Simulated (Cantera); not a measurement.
A perfectly stirred reactor is fed with CH4 : H2 = 1 : 5.4 (molar parts), at 750 Torr; it is held at 1475 K, and followed from long to short residence time.

Computed with Cantera and GRI-Mech 3.0 (53 species, 325 reactions). GRI-Mech 3.0 stops at C3 and has no aromatics, soot or wall deposition, so with more carbon than oxygen in the feed, carbon stays in small species such as C2H2 where larger ones or solid carbon would form.

Q: What does this change do: H2 5.4 to 2.8 parts?

A: 
```csv
quantity,before,after
x(CH4) at τ = 0.390 s,0.144,0.230
x(H2) at τ = 0.390 s,0.851,0.757
x(C2H2) at τ = 0.390 s,0.00406,0.0101
x(CH3) at τ = 0.390 s,3.51e-5,5.45e-5
x(C2H4) at τ = 0.390 s,0.00150,0.00342
x(CH4) at τ = 8.30 ms,0.156,0.262
x(H2) at τ = 8.30 ms,0.844,0.737
x(C2H2) at τ = 8.30 ms,3.09e-5,7.36e-5
x(CH3) at τ = 8.30 ms,3.49e-5,5.60e-5
x(C2H4) at τ = 8.30 ms,0.000102,0.000251
```
